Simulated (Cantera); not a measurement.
Input: 1 mol PbS, a varied amount of H₂, 13 mol N₂, held at 0.133 bar.

Method: chemical equilibrium by Gibbs-energy minimisation in Cantera with the NASA 1993 tables (ideal gas, pure condensed phases). Candidate condensed phases: Pb, PbS, S; 18 gas species. Mutual solubility and eutectic melting of coexisting phases are not modelled. Kinetics and transport are ignored.

Task: What condenses at these points (T in °C, n(H₂) in mol): (877, 810); (477, 2.4); (1077, 25); (477, 810); (877, 250); (1477, 810)?

Result: 
```
T (°C)  n(H₂) in mol  condensed phases  Pb condensed (%)
------  ------------  ----------------  ----------------
877              810          gas only               0.0
477              2.4          Pb + PbS             100.0
1077              25          gas only               0.0
477              810          Pb + PbS             100.0
877              250                Pb              14.6
1477             810          gas only               0.0
```
